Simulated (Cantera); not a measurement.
Feed: 1 mol Si2H6, 0.24 mol Cl2, 28 mol H2, equilibrated at 1352 °C and 0.560 bar.

Cantera equilibrium calculation (NASA polynomials, part measured and part estimated; ideal gas, pure solids and liquids). Candidate condensed phases: Si; 19 gas species. The feed counts by its element totals alone. Rates play no part.

Base state: H2 0.985, HCl 0.0139, SiCl2 0.000690, H 9.36e-5 (mole fractions); condensed: Si(s).

Problem. What changes in the equilibrium state with this change: H2 from 28 to 6.6 mol?

Solution. 
| species | before | after |
|---|---|---|
| H2 | 0.985 | 0.957 |
| HCl | 0.0139 | 0.0376 |
| SiCl2 | 0.000690 | 0.00517 |
| SiCl4 | 2.50e-7 | 1.40e-5 |
| SiCl3 | 8.62e-6 | 0.000177 |
| Si(s), mol | 1.98 | 1.95 |
The tables' values for SiCl3 are old estimates; treat these amounts as uncertain.
